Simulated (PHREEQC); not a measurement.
4.4 g of hydrous ferric oxide (600 m²/g; 0.2 weak and 0.005 strong sites per Fe, Dzombak-Morel constants, diffuse double layer) in 1 kg of water with 0.3 mol/kgw of an inert sodium salt and 0.022 mol/kgw ZnSO4, at 25 °C; the pH is set by adding NaOH or the inert anion's acid. Oxygen alone is held at its pressure in air (log pO2 = -0.68). CO2 from the air is kept out. Nothing may precipitate in this run.

The series has 17 steps of pH, from 3 to 11.

Model: ion-association model, wateq4f.dat, run in PHREEQC.

Q: At which pH does the surface charge pass through zero?

A: Near pH 11.0.

Along this series the solution becomes supersaturated in solids that the run did not let form, among them Zn(OH)2-a, Zn4(OH)6SO4. The oxide is taken as insoluble; below pH 4 it would dissolve.
